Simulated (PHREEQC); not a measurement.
# Leach liquor

Make-up at 25 °C: 0.029 mol HCl, 0.00076 mol ZnSO4 and 0.00051 mol MgSO4 per kg of water. Closed to the air; pH follows from the charge balance.

All values are PHREEQC results (ion-association model, phreeqc.dat), not measurements.

No solid was allowed to form.

Question: What pH, specific conductance does the model give?

Answer: pH 1.61; specific conductance 11000 µS/cm.

Question: In which forms is Mg present?

Answer: Mg+2 97 %, MgSO4 3.1 % of the Mg.

Complexes and solids missing from the database can't appear.
